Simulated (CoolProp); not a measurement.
Vapour-liquid equilibrium of carbon dioxide (1) + CHF3 (R23) (2) at 14.4 bar; x and y are mole fractions of (1).

Values from CoolProp's multi-fluid Helmholtz-energy mixture model, Span 1996 and Penoncello 2003; pair parameters Bell 2016.

| x | bubble temperature, mixture model (K) | bubble temperature, Raoult's law (K) | y, mixture model | y, Raoult's law |
|---|---|---|---|---|
| 0.05 | 253.3 | 253.5 | 0.069 | 0.069 |
| 0.15 | 251.6 | 252.2 | 0.198 | 0.199 |
| 0.25 | 250.1 | 251.0 | 0.317 | 0.320 |
| 0.35 | 248.7 | 249.9 | 0.425 | 0.432 |
| 0.45 | 247.5 | 248.8 | 0.525 | 0.536 |
| 0.55 | 246.4 | 247.7 | 0.617 | 0.634 |
| 0.65 | 245.5 | 246.7 | 0.704 | 0.724 |
| 0.75 | 244.7 | 245.7 | 0.787 | 0.809 |
| 0.85 | 244.1 | 244.8 | 0.870 | 0.889 |
| 0.95 | 243.6 | 243.8 | 0.955 | 0.964 |

The largest gap from Raoult's law is -1.3 K in bubble temperature, at x = 0.55. No azeotrope shows between x = 0.05 and 0.95.

The pair parameters rest on a limited set of measurements; away from them the model extrapolates.
